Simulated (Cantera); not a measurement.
Input (Python, Cantera):

```python
import numpy as np
import cantera as ct

gas = ct.Solution("h2o2.yaml")
gas.TPX = 1200, 24000, {'H2': 0.48, 'O2': 1, 'N2': 2.9}
inlet = ct.Reservoir(gas, clone=True)

reactor = ct.IdealGasConstPressureReactor(gas, energy="off", clone=False)
exhaust = ct.Reservoir(gas, clone=True)
tau = [7.7, 2.3, 0.66, 0.19, 0.057, 0.017, 0.0049, 0.0014][0]
for a, b in ((inlet, reactor), (reactor, exhaust)):
    ct.MassFlowController(a, b, mdot=lambda t: reactor.mass / tau)
net = ct.ReactorNet([reactor])
show = ['H2', 'O2', 'H2O2', 'H', 'O', 'H2O', 'HO2']

rows = []
print(f"{'tau/s':>10s}{'T/K':>9s}" + "".join(f"{s:>11s}" for s in show))
for tau in [7.7, 2.3, 0.66, 0.19, 0.057, 0.017, 0.0049, 0.0014]:
    net.initial_time = 0.0
    net.advance(30 * tau)
    before = gas.X
    net.advance(40 * tau)
    drift = np.max(np.abs(gas.X - before) / (gas.X + 1e-9))
    rows.append([gas.T, *gas[show].X, drift])
    print(f"{tau:10.3e}{gas.T:9.1f}" + "".join(f"{x:11.3e}" for x in gas[show].X))
```

Output:

```
     tau/s      T/K         H2         O2       H2O2          H          O        H2O        HO2
 7.700e+00   1200.0  2.908e-05  1.835e-01  1.600e-07  7.231e-07  1.582e-05  1.158e-01  1.104e-06
 2.300e+00   1200.0  6.469e-05  1.835e-01  2.741e-07  2.444e-06  3.609e-05  1.158e-01  2.270e-06
 6.600e-01   1200.0  1.468e-04  1.835e-01  4.573e-07  8.582e-06  8.451e-05  1.156e-01  4.521e-06
 1.900e-01   1200.0  3.277e-04  1.835e-01  7.269e-07  2.992e-05  1.960e-04  1.154e-01  8.262e-06
 5.700e-02   1200.0  6.983e-04  1.834e-01  1.080e-06  9.956e-05  4.352e-04  1.148e-01  1.335e-05
 1.700e-02   1200.0  1.457e-03  1.834e-01  1.514e-06  3.301e-04  9.466e-04  1.137e-01  1.932e-05
 4.900e-03   1200.0  3.025e-03  1.833e-01  2.000e-06  1.109e-03  2.030e-03  1.112e-01  2.522e-05
 1.400e-03   1200.0  6.186e-03  1.833e-01  2.427e-06  3.576e-03  4.151e-03  1.058e-01  2.962e-05
```

Model: the H2/O2 subset of GRI-Mech 3.0, which has no nitrogen chemistry, integrated in Cantera. The temperature is held fixed by assumption; the heat of reaction is taken as removed at once.
